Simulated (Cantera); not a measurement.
# Hydrogen reduction and annealing atmospheres: Ta2O5 + H2

Input: 1 mol Ta2O5, 4.7 mol H2, equilibrated at 0.260 bar.

Method: chemical equilibrium by Gibbs-energy minimisation in Cantera with the NASA 1993 tables (ideal gas, pure condensed phases). Candidate condensed phases: H2O, Ta, Ta2O5; 12 gas species. Mutual solubility and eutectic melting of coexisting phases are not modelled. Condensed phases not in the tables: N, O or C dissolved in the metal. Rates play no part.

From 1248 K to 1473 K the condensed part is Ta2O5(s). From 1548 K to 1998 K the condensed part is Ta(s) + Ta2O5(s). At 2073 K the condensed part is Ta(s) + Ta2O5(l).

```
T (K)   x H2       x H     x H2O    x TaO2     x TaO      x OH       x O  n Ta2O5(s)   n Ta(s)  n Ta2O5(l)
-----  -----  --------  --------  --------  --------  --------  --------  ----------  --------  ----------
1248   1.000   9.16e-7   7.99e-6    <1e-12    <1e-12    <1e-12    <1e-12       1.000         0           0
1323   1.000   3.11e-6   1.84e-5    <1e-12    <1e-12    <1e-12    <1e-12       1.000         0           0
1398   1.000   9.28e-6   3.88e-5    <1e-12    <1e-12  7.10e-12    <1e-12       1.000         0           0
1473   1.000   2.48e-5   7.53e-5  1.35e-11  2.93e-12  4.86e-11    <1e-12       1.000         0           0
1548   1.000   6.04e-5  0.000137  1.40e-10  2.95e-11  2.75e-10    <1e-12       1.000  0.000257           0
1623   1.000  0.000136  0.000234   1.16e-9  2.39e-10   1.33e-9    <1e-12       1.000  0.000439           0
1698   0.999  0.000283  0.000380   7.94e-9   1.60e-9   5.54e-9  1.26e-12       1.000  0.000715           0
1773   0.999  0.000558  0.000592   4.59e-8   9.08e-9   2.05e-8  8.93e-12       0.999   0.00111           0
1848   0.998   0.00104  0.000887   2.29e-7   4.46e-8   6.79e-8  5.39e-11       0.999   0.00167           0
1923   0.997   0.00184   0.00129   1.00e-6   1.93e-7   2.05e-7  2.83e-10       0.999   0.00242           0
1998   0.995   0.00314   0.00181   3.91e-6   7.48e-7   5.67e-7   1.31e-9       0.998   0.00340           0
2073   0.992   0.00514   0.00244   1.35e-5   2.59e-6   1.44e-6   5.35e-9           0   0.00459       0.998
```
x: gas mole fraction; n: condensed amount in mol.
